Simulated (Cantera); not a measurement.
Mixture: CH₄ : C₂H₆ : O₂ : N₂ = 1 : 0.27 : 2.95 : 12.7 (molar parts), equivalence ratio 1.00, at 110000 Pa, adiabatic and at constant volume. Ignition delay is the time to a rise of 400 K.

Model: GRI-Mech 3.0 (53 species, 325 reactions), integrated in Cantera.

Q: Predict: delay at 1225 K; delay at 1425 K; delay at 1625 K; delay at 1825 K; delay at 2025 K; apparent activation energy between 1925 and 2125 K.

A: 
```json
{
 "delay at 1225 K": "1.74 ms",
 "delay at 1425 K": "0.222 ms",
 "delay at 1625 K": "54.2 µs",
 "delay at 1825 K": "18.6 µs",
 "delay at 2025 K": "8.69 µs",
 "apparent activation energy between 1925 and 2125 K": "110 kJ/mol"
}
```
